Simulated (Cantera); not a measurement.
An adiabatic, constant-pressure homogeneous reactor starts with H₂ : O₂ : N₂ = 1 : 0.649 : 1.82 (molar parts), equivalence ratio 0.77, at 1525 K and 10.0 bar. Integrator tolerance rtol = 1e-08.

Cantera simulation using GRI-Mech 3.0 (53 species, 325 reactions); the numbers are that mechanism's predictions, not measurements. The hydrogen kinetics of GRI-Mech 3.0 are dated; newer H2 mechanisms differ, most at raised pressure. Above 3000 K some thermodynamic fits are extrapolated.

Task: What does this change do: constant volume in place of constant pressure?

Result: 
```json
[
 {"quantity": "time of steepest temperature rise", "before": "1.14 µs", "after": "1.11 µs"},
 {"quantity": "temperature at 0.500 s", "before": "3055 K", "after": "3241 K"},
 {"quantity": "equilibrium temperature", "before": "3055 K", "after": "3241 K"},
 {"quantity": "x(H₂) at 0.500 s", "before": "0.0240 (gas-phase equilibrium 0.0240)", "after": "0.0298 (gas-phase equilibrium 0.0298)"},
 {"quantity": "x(O₂) at 0.500 s", "before": "0.0397 (gas-phase equilibrium 0.0397)", "after": "0.0382 (gas-phase equilibrium 0.0382)"},
 {"quantity": "x(N₂O) at 0.500 s", "before": "2.96e-6 (gas-phase equilibrium 2.96e-6)", "after": "4.91e-6 (gas-phase equilibrium 4.91e-6)"},
 {"quantity": "x(O) at 0.500 s", "before": "0.00864 (gas-phase equilibrium 0.00864)", "after": "0.0110 (gas-phase equilibrium 0.0110)"},
 {"quantity": "x(H) at 0.500 s", "before": "0.00920 (gas-phase equilibrium 0.00920)", "after": "0.0125 (gas-phase equilibrium 0.0125)"},
 {"quantity": "x(H₂O) at 0.500 s", "before": "0.279 (gas-phase equilibrium 0.279)", "after": "0.265 (gas-phase equilibrium 0.265)"}
]
```

Task: What does this change do: initial temperature 1525 to 1475 K?

Result: 
```
quantity                                                            before                                    after
---------------------------------  ---------------------------------------  ---------------------------------------
time of steepest temperature rise                                  1.14 µs                                  1.39 µs
temperature at 0.500 s                                              3055 K                                   3035 K
equilibrium temperature                                             3055 K                                   3035 K
x(H₂) at 0.500 s                     0.0240 (gas-phase equilibrium 0.0240)    0.0226 (gas-phase equilibrium 0.0226)
x(O₂) at 0.500 s                     0.0397 (gas-phase equilibrium 0.0397)    0.0397 (gas-phase equilibrium 0.0397)
x(N₂O) at 0.500 s                  2.96e-6 (gas-phase equilibrium 2.96e-6)  2.89e-6 (gas-phase equilibrium 2.89e-6)
x(O) at 0.500 s                    0.00864 (gas-phase equilibrium 0.00864)  0.00807 (gas-phase equilibrium 0.00807)
x(H) at 0.500 s                    0.00920 (gas-phase equilibrium 0.00920)  0.00840 (gas-phase equilibrium 0.00840)
x(H₂O) at 0.500 s                      0.279 (gas-phase equilibrium 0.279)      0.282 (gas-phase equilibrium 0.282)
```
